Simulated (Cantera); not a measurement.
A closed system holds: 1 mol PbO, 7.8 mol CO, 2.2 mol CH4, at 1698.15 K and 53.0 Pa.

Method: chemical equilibrium by Gibbs-energy minimisation in Cantera with the NASA 1993 tables (ideal gas, pure condensed phases). Candidate condensed phases: C, C6H6, C7H8, C8H18, H2O, Pb, PbO, PbO2, Pb3O4; 113 gas species. Rates play no part.

Base state: CO 0.619, H2 0.308, Pb 0.0703, H 0.00349, C2H2 (acetylene) 2.22e-5 (mole fractions); condensed: C(graphite).

Problem. What changes in the equilibrium state with this change: PbO replaced by SiO2?

Solution. 
| species | before | after |
|---|---|---|
| CO | 0.619 | 0.661 |
| H2 | 0.308 | 0.308 |
| SiO | 0 | 0.0281 |
| Pb | 0.0703 | 0 |
| Si | 0 | 5.90e-5 |
| C2H2 (acetylene) | 2.22e-5 | 2.12e-6 |
| H | 0.00349 | 0.00349 |
| C(graphite), mol | 1.20 | 0 |
| SiC(s), mol | 0 | 0.600 |
Further candidate phases: Si, SiC, SiO2.
